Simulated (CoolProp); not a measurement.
C2F6 (R116) along the isotherm -66.65 °C: fugacity coefficient from the reference equation and from simpler models built on Tc = 19.9 °C, pc = 3048 kPa, ω = 0.257; each cubic takes its own stable root.

Computed with CoolProp (reference Helmholtz-energy equation of state, Lemmon 2006). It is a short technical equation, of lower accuracy than the large ones.

```tsv
p (kPa)	phase	reference
457	liquid	0.3748
914	liquid	0.1919
1370	liquid	0.1311
1830	liquid	0.1005
2290	liquid	0.08221
2740	liquid	0.07031
3200	liquid	0.06164
3660	liquid	0.05518
4110	liquid	0.05028
4570	liquid	0.04629
```

Question: How far does each simpler model (van der Waals, Redlich-Kwong, Soave-Redlich-Kwong, Peng-Robinson) lie from the reference over these 10 states: mean and median of the absolute difference, and the worst?

Answer: 
- van der Waals: mean 225.1 %, median 232.4 %, worst +251.9 % at -66.65 °C and 4570 kPa
- Redlich-Kwong: mean 53.8 %, median 53.8 %, worst +55.1 % at -66.65 °C and 4570 kPa
- Soave-Redlich-Kwong: mean 1.0 %, median 1.0 %, worst +1.5 % at -66.65 °C and 4570 kPa
- Peng-Robinson: mean 1.1 %, median 1.1 %, worst -1.9 % at -66.65 °C and 4570 kPa

At some of these states van der Waals gives the other phase, because its saturation line lies elsewhere.
